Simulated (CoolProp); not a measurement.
Vapour-liquid equilibrium of ethylene (1) + carbon dioxide (2) at 19.7 bar; x and y are mole fractions of (1).

Values from CoolProp's multi-fluid Helmholtz-energy mixture model, Smukala 2000 and Span 1996; pair parameters Bell 2016.

| x | bubble temperature (K) | y at the bubble point | dew temperature at overall composition x (K) | liquid density (mol/L) |
|---|---|---|---|---|
| 0.05 | [?] | 0.091 | [?] | 22.97 |
| 0.15 | 248.3 | 0.232 | 250.0 | 22.01 |
| 0.25 | 246.3 | 0.339 | 248.0 | 21.06 |
| 0.35 | 244.9 | 0.428 | 246.1 | 20.16 |
| 0.45 | 243.9 | 0.508 | 244.6 | 19.31 |
| 0.55 | 243.2 | 0.586 | 243.5 | 18.52 |
| 0.65 | 242.8 | 0.665 | 242.9 | 17.79 |
| 0.75 | 242.7 | 0.749 | 242.7 | [?] |
| 0.85 | 242.9 | 0.841 | 242.9 | 16.48 |
| 0.95 | 243.4 | 0.944 | 243.4 | 15.88 |

Complete the blanks.


- 0.05, bubble temperature (K): 251.2
- 0.05, dew temperature at overall composition x (K): 252.1
- 0.75, liquid density (mol/L): 17.11

y crosses x between x = 0.65 and 0.75: the model has an azeotrope there.

The pair parameters rest on a limited set of measurements; away from them the model extrapolates.
